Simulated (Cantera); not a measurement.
What does this Cantera script print?

```python
import numpy as np
import cantera as ct

gas_names = """
    H HO2 H2 H2O H2O2 O OH O2 O3 V VO VO2
""".split()
cond_names = """
    H2O(s) H2O(L) V(cr) V(L) VO(s) VO(L) V2O3(s) V2O3(L) V2O4(I) V2O4(II) V2O4(L) V2O5(s) V2O5(L)
""".split()


def load(file, names, dense=False):
    # The tables refer to 1 bar. Condensed volumes are neglected.
    table = {s.name: s for s in ct.Species.list_from_file(file)}
    out = []
    for n in names:
        d = dict(table[n].input_data)
        d["thermo"] = dict(d["thermo"], **{"reference-pressure": 1e5})
        if dense:
            d["equation-of-state"] = {"model": "constant-volume", "density": "1e6 g/cm^3"}
        out.append(ct.Species.from_dict(d))
    return out


gas = ct.Solution(thermo="ideal-gas", species=load("nasa_gas.yaml", gas_names))
cond = {s.name: ct.Solution(thermo="fixed-stoichiometry", species=[s], name=s.name)
        for s in load("nasa_condensed.yaml", cond_names, dense=True)}
atoms = {
    'V2O5': {'V': 2, 'O': 5},
    'H2': {'H': 2},
    'H2O': {'H': 2, 'O': 1},
}
top_T = {}  # K; cautious upper limits of use, not melting points


def equilibrate(T, P, feed):
    n = {}
    for name, mol in feed.items():
        for a, k in atoms[name].items():
            n[a] = n.get(a, 0.0) + k * mol
    gas.TPX = T, P, n
    mass = sum(n.values()) * gas.mean_molecular_weight
    gas.equilibrate("TP")
    valid = [c for c in cond.values() if c.min_temp <= T <= top_T.get(c.name, c.max_temp)]
    mix = ct.Mixture([(gas, mass / gas.mean_molecular_weight)] + [(c, 0.0) for c in valid])
    mix.T, mix.P = T, P
    mix.equilibrate("TP", solver="vcs", rtol=1e-11, max_steps=5000)
    return mix


results = []
feed = {'V2O5': 1, 'H2': 2.4, 'H2O': 0.046}  # mol
T = 1423.15  # K
P = 1333.22  # Pa
mix = equilibrate(T, P, feed)
results.append((T, P, feed, dict(zip(mix.species_names, mix.species_moles))))
x = sorted(zip(gas.X, gas.species_names), reverse=True)
print(f"T = {T:g} K  P = {P:g} Pa  gas = {mix.phase_moles(0):.4g} mol")
print("   x: " + "  ".join(f"{s} {v:.3e}" for v, s in x if v > 0.0001))
print("   condensed (mol): " + ("  ".join(f"{mix.phase(i).name} {mix.phase_moles(i):.4g}"
      for i in range(1, mix.n_phases) if mix.phase_moles(i) > 1e-12) or "none"))
```

Output:

```
T = 1423.15 K  P = 1333.22 Pa  gas = 2.446 mol
   x: H2O 8.365e-01  H2 1.635e-01
   condensed (mol): V2O3(s) 1
```

Equilibrium computed with Cantera from the NASA thermochemical tables; the gas is ideal and each condensed phase is pure. Condensed phases not in the tables: the oxides between V2O3 and V2O5 other than VO2.
